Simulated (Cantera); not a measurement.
Cantera run:

```python
import numpy as np
import cantera as ct

gas_names = [...]  # 114 gases of nasa_gas.yaml made of C, Fe, H, O
cond_names = """
    C(gr) C6H6(L) C7H8(L) C8H18(L),n-octa Fe(a) Fe(c) Fe(d) Fe(L) FeC5O5(L) FeO(s) FeO(L) Fe(OH)2(s)
    Fe(OH)3(s) Fe2O3(s) Fe3O4(s) H2O(s) H2O(L)
""".split()


# ... load() reads the species with a 1 bar reference pressure and builds the phases ...
atoms = {
    'Fe3O4': {'Fe': 3, 'O': 4},
    'CH4': {'C': 1, 'H': 4},
    'CO': {'C': 1, 'O': 1},
}
top_T = {'C(gr)': 4500, 'Fe2O3(s)': 1830, 'Fe3O4(s)': 1870}  # K; cautious upper limits of use, not melting points


# ... equilibrate(T, P, feed) seeds the gas with the atoms and calls Mixture.equilibrate('TP', solver="vcs", rtol=1e-11, max_steps=5000) ...
results = []
T = 2598  # K
P = 790000  # Pa
for m in [0.5, 0.69, 0.96, 1.3, 1.8, 2.6, 3.5, 4.9]:
    feed = {'Fe3O4': 1, 'CH4': m, 'CO': 1.7}  # mol
    mix = equilibrate(T, P, feed)
    results.append((T, P, feed, dict(zip(mix.species_names, mix.species_moles))))

top = {s: max(r[3][s] / sum(r[3][g] for g in gas_names) for r in results) for s in gas_names}
cols = sorted((s for s in top if top[s] > 1e-05), key=lambda s: -top[s])[:6]
seen = [c for c in cond_names if any(r[3].get(c, 0) > 1e-12 for r in results)]
print("log10 of partial pressures in bar; condensed amounts in mol")
print(f"{'n(CH4)':>10s}" + "".join(f"{s[:9]:>10s}" for s in cols + seen))
for T, P, feed, n in results:
    ng = sum(n[g] for g in gas_names)
    print(f"{feed['CH4']:10.4g}" + "".join(f"{np.log10(max(n[s] / ng * P / 1e5, 1e-99)):10.3f}" for s in cols)
          + "".join(f"{n.get(c, 0):10.4g}" for c in seen))
```

Output:

```
log10 of partial pressures in bar; condensed amounts in mol
    n(CH4)        CO        H2       H2O       CO2         H C2H2,acet     C(gr)     Fe(L)    FeO(L)
       0.5     0.695     0.194    -0.071    -0.380    -1.322    -9.110         0         0     2.976
      0.69     0.663     0.277    -0.030    -0.454    -1.281    -9.009         0    0.2864     2.683
      0.96     0.625     0.336     0.030    -0.493    -1.251    -9.026         0    0.7477     2.215
       1.3     0.589     0.381     0.074    -0.528    -1.229    -9.052         0     1.329     1.625
       1.8     0.553     0.419     0.112    -0.564    -1.210    -9.086         0     2.183    0.7584
       2.6     0.528     0.512    -0.008    -0.802    -1.163    -8.617         0     2.925         0
       3.5     0.517     0.618    -0.548    -1.459    -1.110    -7.239         0     2.907         0
       4.9     0.458     0.682    -3.576    -4.611    -1.079    -1.112    0.5794     2.883         0
```

Cantera equilibrium calculation (NASA polynomials, part measured and part estimated; ideal gas, pure solids and liquids). Each liquid is taken as pure. Iron dissolves carbon and melts from about 1420 K in contact with it, which pure phases cannot show. Mutual solubility and eutectic melting of coexisting phases are not modelled. The tables' stoichiometric FeO is somewhat more stable than real wüstite, so its field is too wide. FeO: taken at fixed stoichiometry. Condensed phases not in the tables: cementite and carbon dissolved in iron.
